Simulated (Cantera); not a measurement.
A perfectly stirred reactor is fed with 0.806 % H2, 98.3 % O2, 0.904 % H2O, equivalence ratio 0.0041, at 810 Pa; it is held at 1473 K, and followed from long to short residence time.

Computed with Cantera and GRI-Mech 3.0 (53 species, 325 reactions). Radical loss at walls, strong at low pressure, is not modelled.

Question: Predict: x(H2) at τ = 25.0 s; x(O2) at τ = 25.0 s; x(OH) at τ = 25.0 s; x(O) at τ = 25.0 s; x(H2O) at τ = 25.0 s; x(H2) at τ = 0.260 s; x(O2) at τ = 0.260 s; x(OH) at τ = 0.260 s; x(O) at τ = 0.260 s; x(H2O) at τ = 0.260 s.

Answer: 
```
Item                      Value
---------------------  --------
x(H2) at τ = 25.0 s     7.88e-6
x(O2) at τ = 25.0 s       0.982
x(OH) at τ = 25.0 s    0.000642
x(O) at τ = 25.0 s     0.000826
x(H2O) at τ = 25.0 s     0.0168
x(H2) at τ = 0.260 s    7.37e-5
x(O2) at τ = 0.260 s      0.976
x(OH) at τ = 0.260 s    0.00166
x(O) at τ = 0.260 s     0.00564
x(H2O) at τ = 0.260 s    0.0161
```
